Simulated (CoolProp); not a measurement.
Vapour-liquid equilibrium of carbon dioxide (1) + C2F6 (R116) (2) at 2.03 MPa; x and y are mole fractions of (1).

Values from CoolProp's multi-fluid Helmholtz-energy mixture model, Span 1996 and Lemmon 2006; pair parameters Bell 2016.

```
x     bubble temperature (°C)  y at the bubble point  dew temperature at overall composition x (°C)  liquid density (mol/L)
----  -----------------------  ---------------------  ---------------------------------------------  ----------------------
0.05                      0.3                  0.093                                            1.8                   8.388
0.15                     -6.3                  0.270                                           -1.8                   9.316
0.25                    -11.7                  0.416                                           -5.5                   10.27
0.35                    -15.8                  0.525                                           -9.3                   11.27
0.45                    -18.6                  0.604                                          -13.0                   12.35
0.55                    -20.4                  0.665                                          -16.8                   13.58
0.65                    -21.4                  0.715                                          -20.0                   15.06
0.75                    -21.9                  0.764                                          -21.8                   16.87
0.85                    -21.8                  0.825                                          -21.5                   19.10
0.95                    -20.5                  0.922                                          -20.0                   21.80
```

y crosses x between x = 0.75 and 0.85: the model has an azeotrope there.

The pair parameters rest on a limited set of measurements; away from them the model extrapolates.
